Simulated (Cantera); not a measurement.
Input (Python, Cantera) and output of one run.

```python
import numpy as np
import cantera as ct

gas_names = """
    C CO CO2 C2 C2O C3 C3O2 C4 C5 Cu CuO Cu2 O O2 O3
""".split()
cond_names = """
    C(gr) Cu(cr) Cu(L) CuO(s) Cu2O(s) Cu2O(L)
""".split()


# ... load() reads the species with a 1 bar reference pressure and builds the phases ...
atoms = {
    'Cu2O': {'Cu': 2, 'O': 1},
    'C': {'C': 1},
    'CO': {'C': 1, 'O': 1},
}
top_T = {'C(gr)': 4500, 'CuO(s)': 1390}  # K; cautious upper limits of use, not melting points


# ... equilibrate(T, P, feed) seeds the gas with the atoms and calls Mixture.equilibrate('TP', solver="vcs", rtol=1e-11, max_steps=5000) ...
results = []
feed = {'Cu2O': 1, 'C': 5.8, 'CO': 1.6}  # mol
P = 470  # Pa
for T in [1425, 1475, 1525, 1575, 1625, 1675, 1725, 1775, 1825, 1875, 1925]:
    mix = equilibrate(T, P, feed)
    results.append((T, P, feed, dict(zip(mix.species_names, mix.species_moles))))
    x = sorted(zip(gas.X, gas.species_names), reverse=True)
    print(f"T = {T:g} K  P = {P:g} Pa  gas = {mix.phase_moles(0):.4g} mol")
    print("   x: " + "  ".join(f"{s} {v:.3e}" for v, s in x if v > 1e-05))
    print("   condensed (mol): " + ("  ".join(f"{mix.phase(i).name} {mix.phase_moles(i):.4g}"
          for i in range(1, mix.n_phases) if mix.phase_moles(i) > 1e-12) or "none"))
```

Output:

```
T = 1425 K  P = 470 Pa  gas = 2.601 mol
   x: CO 9.995e-01  Cu 4.621e-04
   condensed (mol): C(gr) 4.8  Cu(L) 1.999
T = 1475 K  P = 470 Pa  gas = 2.603 mol
   x: CO 9.989e-01  Cu 1.140e-03
   condensed (mol): C(gr) 4.8  Cu(L) 1.997
T = 1525 K  P = 470 Pa  gas = 2.607 mol
   x: CO 9.973e-01  Cu 2.647e-03
   condensed (mol): C(gr) 4.8  Cu(L) 1.993
T = 1575 K  P = 470 Pa  gas = 2.615 mol
   x: CO 9.942e-01  Cu 5.816e-03
   condensed (mol): C(gr) 4.8  Cu(L) 1.985
T = 1625 K  P = 470 Pa  gas = 2.632 mol
   x: CO 9.878e-01  Cu 1.216e-02
   condensed (mol): C(gr) 4.8  Cu(L) 1.968
T = 1675 K  P = 470 Pa  gas = 2.665 mol
   x: CO 9.757e-01  Cu 2.429e-02  Cu2 2.594e-05
   condensed (mol): C(gr) 4.8  Cu(L) 1.935
T = 1725 K  P = 470 Pa  gas = 2.727 mol
   x: CO 9.534e-01  Cu 4.656e-02  Cu2 6.354e-05
   condensed (mol): C(gr) 4.8  Cu(L) 1.873
T = 1775 K  P = 470 Pa  gas = 2.845 mol
   x: CO 9.139e-01  Cu 8.593e-02  Cu2 1.476e-04
   condensed (mol): C(gr) 4.8  Cu(L) 1.755
T = 1825 K  P = 470 Pa  gas = 3.072 mol
   x: CO 8.465e-01  Cu 1.532e-01  Cu2 3.267e-04
   condensed (mol): C(gr) 4.8  Cu(L) 1.527
T = 1875 K  P = 470 Pa  gas = 3.538 mol
   x: CO 7.348e-01  Cu 2.645e-01  Cu2 6.912e-04
   condensed (mol): C(gr) 4.8  Cu(L) 1.059
T = 1925 K  P = 470 Pa  gas = 4.594 mol
   x: CO 5.660e-01  Cu 4.327e-01  Cu2 1.336e-03
   condensed (mol): C(gr) 4.8
```

Equilibrium computed with Cantera from the NASA thermochemical tables; the gas is ideal and each condensed phase is pure.
